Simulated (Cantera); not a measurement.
A jet of CH4 : O2 : N2 = 0.026 : 0.14 : 0.79 (molar parts), equivalence ratio 0.37 at 300 K and 158 Torr hits a platinum plate 5.1 cm away at a mass flux of 0.062 kg/m²/s; the plate temperature is set and raised in steps from an oxygen-covered start.

Detailed kinetics in Cantera: Deutschmann's 1995 Pt surface mechanism with GRI-Mech 3.0 gas chemistry. Catalytic surfaces can have several steady states; this one follows from the mechanism file's or the stated starting coverage.

x: mole fraction at the wall; θ: surface coverage.

| plate T (K) | wall x CH4 | wall x O2 | wall x H2O | wall x OH | wall x CO | wall x CO2 | θ free Pt | θ O* | θ OH* |
|---|---|---|---|---|---|---|---|---|---|
| 950 | 0.0115 | 0.113 | 0.0292 | (withheld) | 5.33e-6 | 0.0192 | 0.216 | 0.782 | 0.00175 |
| 1000 | 0.00798 | 0.106 | 0.0356 | (withheld) | 4.95e-6 | 0.0235 | 0.281 | 0.717 | 0.00175 |
| 1050 | 0.00567 | 0.101 | 0.0398 | (withheld) | 4.65e-6 | 0.0263 | 0.347 | 0.652 | 0.00166 |
| 1100 | 0.00420 | 0.0976 | 0.0424 | (withheld) | 4.48e-6 | 0.0281 | 0.412 | 0.587 | 0.00152 |
| 1150 | 0.00322 | 0.0958 | 0.0440 | (withheld) | 4.48e-6 | 0.0291 | 0.474 | 0.524 | 0.00136 |
| 1200 | 0.00222 | 0.0942 | 0.0454 | (withheld) | 6.72e-6 | 0.0297 | 0.535 | 0.464 | 0.00122 |

Some entries are withheld; supply them.


- 950, wall x OH: 6.99e-8
- 1000, wall x OH: 1.92e-7
- 1050, wall x OH: 4.60e-7
- 1100, wall x OH: 1.00e-6
- 1150, wall x OH: 2.01e-6
- 1200, wall x OH: 3.88e-6
